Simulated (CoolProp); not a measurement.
Vapour-liquid equilibrium of carbon dioxide (1) + R124 (2) at 279.3 K; x and y are mole fractions of (1).

Computed with CoolProp (multi-fluid Helmholtz-energy mixture model, Span 1996 and de Vries 1995; pair parameters Bell 2016).

Task: Give the bubble pressure and the first vapour's composition at x = 0.2, 0.725, 0.8. Is there an azeotrope?

Result: x = 0.2: 8.321 bar, y = 0.766; x = 0.725: 26.70 bar, y = 0.958; x = 0.8: 30.12 bar, y = 0.970. No azeotrope shows between x = 0.05 and 0.95.

Pair parameters are fitted to limited data, so mixtures are less certain than the pure fluids.
